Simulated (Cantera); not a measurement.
Input: 1 mol Si, 2.2 mol HCl, 9.2 mol H2, equilibrated at 0.110 bar.

Equilibrium computed with Cantera from the NASA thermochemical tables; the gas is ideal and each condensed phase is pure. Candidate condensed phases: Si; 19 gas species. The numbers say what is thermodynamically allowed, not how fast it happens.

**Question.** What share of the Si ends up in condensed phases as a function of T (K), at 848, 948, 1048, 1148, 1248, 1348, 1448?

**Answer.** 
| T (K) | Si condensed (%) | as |
|---|---|---|
| 848 | 41.1 | Si(s) |
| 948 | 42.9 | Si(s) |
| 1048 | 46.1 | Si(s) |
| 1148 | 50.0 | Si(s) |
| 1248 | 52.7 | Si(s) |
| 1348 | 52.8 | Si(s) |
| 1448 | 51.4 | Si(s) |
